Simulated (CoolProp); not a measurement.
Vapour-liquid equilibrium of propane (1) + benzene (2) at 310.5 K; x and y are mole fractions of (1).

The numbers come from the multi-fluid Helmholtz-energy mixture model, Lemmon 2009 and Thol 2012; pair parameters Bell 2016 in CoolProp.

Q: Give the bubble pressure and the first vapour's composition at x = 0.05, 0.5, 0.8. Is there an azeotrope?

A: x = 0.05: 0.1354 MPa, y = 0.839; x = 0.5: 0.7292 MPa, y = 0.975; x = 0.8: 1.024 MPa, y = 0.989. No azeotrope shows between x = 0.05 and 0.95.

The pair parameters rest on a limited set of measurements; away from them the model extrapolates. The gap from Raoult's law changes sign with composition, which may be real or a fault of the pair parameters; it wasn't checked against measurements. With so large a gap from Raoult's law the liquid may split in two, which this calculation doesn't test in full.
